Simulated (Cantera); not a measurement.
# Catalytic stagnation flow on Pt

A jet of 8.02 % CH₄, 14.7 % O₂, 77.3 % N₂ at 300 K and 0.118 atm hits a platinum plate 7.1 cm away at a mass flux of 0.023 kg/m²/s; the plate temperature is set and raised in steps from an oxygen-covered start.

Cantera simulation using Deutschmann's 1995 Pt surface mechanism with GRI-Mech 3.0 gas chemistry; the numbers are that mechanism's predictions, not measurements. Catalytic surfaces can have several steady states; this one follows from the mechanism file's or the stated starting coverage.

```
plate T (K)  wall x CH₄  wall x O₂  wall x H₂O  wall x OH  wall x CO  wall x CO₂  θ free Pt      θ H*   θ CO*      θ C*
-----------  ----------  ---------  ----------  ---------  ---------  ----------  ---------  --------  ------  --------
950             0.00348    0.00177       0.140      <1e-8     0.0362      0.0521      0.704  0.000327   0.293   0.00253
1000            0.00260    0.00140       0.141      <1e-8     0.0381      0.0508      0.815  0.000579   0.182   0.00212
1050            0.00217    0.00123       0.139      <1e-8     0.0373      0.0523      0.896  0.000828   0.102   0.00148
1100            0.00199    0.00116       0.136    1.10e-8     0.0343      0.0560      0.945   0.00100  0.0531  0.000900
1150            0.00193    0.00116       0.133    2.78e-8     0.0300      0.0608      0.972   0.00108  0.0265  0.000503
```
x: mole fraction at the wall; θ: surface coverage.
